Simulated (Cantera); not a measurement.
Input: 1 mol B₂H₆, 0.13 mol H₂O, 32 mol N₂, 1.8 mol NH₃, equilibrated at 1975 K and 230 Pa.

Method: chemical equilibrium by Gibbs-energy minimisation in Cantera with the NASA 1993 tables (ideal gas, pure condensed phases). Candidate condensed phases: B, BN, B₂O₃, B₃O₃H₃, H₂O; 39 gas species. The feed counts by its element totals alone. The tables' values for BH₂ are old estimates; treat these amounts as uncertain. Kinetics and transport are ignored.

Base state: N₂ 0.839, H₂ 0.147, H 0.0109, BO 0.00174, HBO 0.00157, B₂O₂ 4.76e-5, BH₂ 1.21e-5 (mole fractions); condensed: BN(s).

Q: What changes in the equilibrium state with this change: temperature from 1975 K to 1373.15 K?

A: 
```csv
species,before,after
N₂,0.839,0.845
H₂,0.147,0.153
HBO₂,4.91e-7,0.00111
H,0.0109,2.73e-5
BH₂,1.21e-5,<1e-9
B₂O₃,1.04e-7,0.000254
BO,0.00174,1.81e-6
H₂O,2.33e-7,0.000122
B₂O₂,4.76e-5,7.31e-6
"BN(s), mol",1.87,1.93
```

Q: What changes in the equilibrium state with this change: pressure from 230 Pa to 1000 Pa?

A: 
```
species      before    after
----------  -------  -------
N₂            0.839    0.842
H₂            0.147    0.150
H            0.0109  0.00530
HBO         0.00157  0.00212
BH₂         1.21e-5  5.93e-6
B₂O₂        4.76e-5  8.51e-5
BO          0.00174  0.00112
BN(s), mol     1.87     1.87
```
